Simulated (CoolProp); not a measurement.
Vapour-liquid equilibrium of R143a (1) + R152A (2) at 1.48 MPa; x and y are mole fractions of (1).

The numbers come from the multi-fluid Helmholtz-energy mixture model, Lemmon and Jacobsen 2000 and Outcalt 1996; pair parameters Bell 2016 in CoolProp.

```
x     bubble temperature, mixture model (K)  bubble temperature, Raoult's law (K)  y, mixture model  y, Raoult's law
----  -------------------------------------  ------------------------------------  ----------------  ---------------
0.05                                  330.3                                 330.7             0.084            0.092
0.2                                   324.5                                 325.4             0.299            0.328
0.35                                  319.6                                 320.6             0.472            0.515
0.5                                   315.4                                 316.3             0.617            0.666
0.65                                  311.7                                 312.4             0.743            0.789
0.8                                   308.4                                 308.8             0.858            0.891
0.95                                  305.4                                 305.5             0.965            0.975
```

The largest gap from Raoult's law is -1.0 K in bubble temperature, at x = 0.35. No azeotrope shows between x = 0.05 and 0.95.

The pair parameters rest on a limited set of measurements; away from them the model extrapolates.
